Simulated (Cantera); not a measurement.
A Cantera script and its output.

```python
import numpy as np
import cantera as ct

gas = ct.Solution("gri30.yaml")
gas.TPX = 1200, 101325, {'CO': 1, 'H2': 0.66, 'CH4': 0.49, 'O2': 1.66, 'N2': 6.26}
reactor = ct.IdealGasConstPressureReactor(gas, energy="on", clone=False)
net = ct.ReactorNet([reactor])
net.rtol, net.atol = 1e-08, 1e-16
show = ['CO', 'H2', 'CH4', 'CH3', 'CO2']
times = np.geomspace(1e-06, 2, 12)

steps = ct.SolutionArray(gas, extra=["t"])
rows = []
print(f"{'t/s':>10s}{'T/K':>9s}{'P/Pa':>11s}" + "".join(f"{s:>11s}" for s in show))
for t in times:
    while net.time < t:
        t_next = net.step()
        steps.append(gas.state, t=t_next)
    rows.append([np.interp(t, steps.t, y) for y in (steps.T, steps.P, *steps(*show).X.T)])
    print(f"{t:10.3e}{rows[-1][0]:9.1f}{rows[-1][1]:11.4g}" + "".join(f"{x:11.3e}" for x in rows[-1][2:]))
rate = np.gradient(steps.T, steps.t)
print("integrator steps:", len(steps.t))
if steps.T.max() > steps.T[0] + 200:
    print(f"time of steepest temperature rise: {steps.t[rate.argmax()]:.4e} s")
gas.TPX = 1200, 101325, {'CO': 1, 'H2': 0.66, 'CH4': 0.49, 'O2': 1.66, 'N2': 6.26}
gas.equilibrate("HP")
print(f"equilibrium (HP): T = {gas.T:.1f} K  " + "  ".join(f"{s} {gas[s].X[0]:.3e}" for s in show))
```

Output:

```
       t/s      T/K       P/Pa         CO         H2        CH4        CH3        CO2
 1.000e-06   1200.0  1.013e+05  9.930e-02  6.554e-02  4.866e-02  7.832e-10  8.473e-10
 3.740e-06   1200.0  1.013e+05  9.930e-02  6.554e-02  4.866e-02  6.618e-09  3.539e-09
 1.398e-05   1200.0  1.013e+05  9.930e-02  6.554e-02  4.866e-02  5.824e-08  1.728e-08
 5.230e-05   1200.0  1.013e+05  9.930e-02  6.554e-02  4.866e-02  7.450e-07  1.449e-07
 1.956e-04   1201.6  1.013e+05  9.928e-02  6.533e-02  4.832e-02  2.047e-04  4.877e-05
 7.313e-04   2514.0  1.013e+05  7.060e-02  1.848e-02  9.159e-16  9.635e-15  8.062e-02
 2.735e-03   2678.3  1.013e+05  6.240e-02  1.474e-02  2.007e-15  1.483e-14  9.090e-02
 1.023e-02   2672.3  1.013e+05  6.273e-02  1.492e-02  2.134e-15  1.532e-14  9.058e-02
 3.824e-02   2672.0  1.013e+05  6.275e-02  1.493e-02  2.139e-15  1.535e-14  9.057e-02
 1.430e-01   2672.0  1.013e+05  6.275e-02  1.493e-02  2.139e-15  1.535e-14  9.057e-02
 5.348e-01   2672.0  1.013e+05  6.275e-02  1.493e-02  2.139e-15  1.535e-14  9.057e-02
 2.000e+00   2672.0  1.013e+05  6.275e-02  1.493e-02  2.139e-15  1.535e-14  9.057e-02
integrator steps: 1850
time of steepest temperature rise: 5.4243e-04 s
equilibrium (HP): T = 2672.0 K  CO 6.275e-02  H2 1.493e-02  CH4 2.793e-15  CH3 2.003e-14  CO2 9.057e-02
```

Computed with Cantera and GRI-Mech 3.0 (53 species, 325 reactions).
